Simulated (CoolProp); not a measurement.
Values from CoolProp's reference Helmholtz-energy equation of state, Akasaka 2019.

### Question
Give the vapour pressure (bar), vapour density (kg/m³), enthalpy of vaporisation (kJ/kg), liquid cp (kJ/(kg K)) of saturated R1234ze(Z) at 63.05, 68.85, 103.85 °C.

### Answer
```json
[
 {"T (°C)": "63.05", "p (bar)": "5.61", "vapour density (kg/m³)": "27.1", "enthalpy of vaporisation (kJ/kg)": "180", "liquid cp (kJ/(kg K))": "1.40"},
 {"T (°C)": "68.85", "p (bar)": "6.52", "vapour density (kg/m³)": "31.6", "enthalpy of vaporisation (kJ/kg)": "175", "liquid cp (kJ/(kg K))": "1.43"},
 {"T (°C)": "103.85", "p (bar)": "14.6", "vapour density (kg/m³)": "76.2", "enthalpy of vaporisation (kJ/kg)": "140", "liquid cp (kJ/(kg K))": "1.65"}
]
```
